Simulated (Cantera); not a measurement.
Charge: 1 mol SiCl4, 1.8 mol Cl2, a varied amount of H2, at 873.15 K and 1350 Torr.

Cantera equilibrium calculation (NASA polynomials, part measured and part estimated; ideal gas, pure solids and liquids). Candidate condensed phases: Si; 19 gas species. Kinetics and transport are ignored.

log p: log10 of the partial pressure in bar; nothing condenses.

```
n(H2) (mol)  log p H2  log p HCl  log p SiCl4  log p Cl2  log p SiHCl3  log p Cl  log p SiCl3
-----------  --------  ---------  -----------  ---------  ------------  --------  -----------
1.4            -11.03       0.08        -0.37      -0.77          <-11     -4.74       -11.21
1.9             -1.42       0.14        -0.42     -10.26         -4.64     -9.48        -6.51
2.6               ___        ___          ___        ___           ___       ___        -6.08
3.6             -0.30       0.01        -0.55     -11.65         -3.52    -10.18        -5.95
5                 ___        ___          ___       <-11           ___       ___        -5.86
6.8             -0.03      -0.17        -0.73       <-11         -3.25    -10.49        -5.81
9.4              0.05      -0.27        -0.83       <-11         -3.18    -10.63        -5.77
13               0.11      -0.39        -0.95       <-11         -3.12    -10.77        -5.75
18               0.15      -0.51        -1.07       <-11         -3.08    -10.91        -5.73
```

### Question
Fill in the missing entries.

### Answer

- 5, log p H2: -0.13
- 5, log p HCl: -0.08
- 5, log p SiCl4: -0.64
- 5, log p SiHCl3: -3.36
- 5, log p Cl: -10.35
- 2.6, log p H2: -0.57
- 2.6, log p HCl: 0.08
- 2.6, log p SiCl4: -0.48
- 2.6, log p Cl2: -11.23
- 2.6, log p SiHCl3: -3.80
- 2.6, log p Cl: -9.97
